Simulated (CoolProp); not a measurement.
Saturated liquid density (kg/m³) of R125: the reference equation beside estimates from Tc = 66.0 °C, pc = 3618 kPa, ω = 0.305. Rackett uses Z = 0.29056 − 0.08775 ω.

Model: reference Helmholtz-energy equation of state, Lemmon 2005, in CoolProp.

| T (°C) | reference | Rackett | van der Waals | Redlich-Kwong | Soave-Redlich-Kwong |
|---|---|---|---|---|---|
| -61.85 | 1562 | 1600 | 934.1 | 1371 | 1427 |
| -57.05 | 1545 | 1583 | 924.5 | 1354 | 1412 |
| -52.15 | 1528 | 1565 | 914.5 | 1337 | 1396 |
| -47.25 | 1511 | 1546 | 904.2 | 1319 | 1379 |
| -42.45 | 1493 | 1528 | 893.9 | 1301 | 1362 |
| -37.55 | 1475 | 1509 | 883.1 | 1282 | 1344 |
| -32.65 | 1456 | 1489 | 872.0 | 1262 | 1326 |
| -27.85 | 1438 | 1470 | 860.8 | 1242 | 1307 |
| -22.95 | 1418 | 1449 | 849.0 | 1221 | 1286 |

Absolute difference from the reference over all 9 rows, mean and median: Rackett 2.3 and 2.3 %, van der Waals 40.1 and 40.1 %, Redlich-Kwong 13.0 and 12.9 %, Soave-Redlich-Kwong 8.8 and 8.8 %.
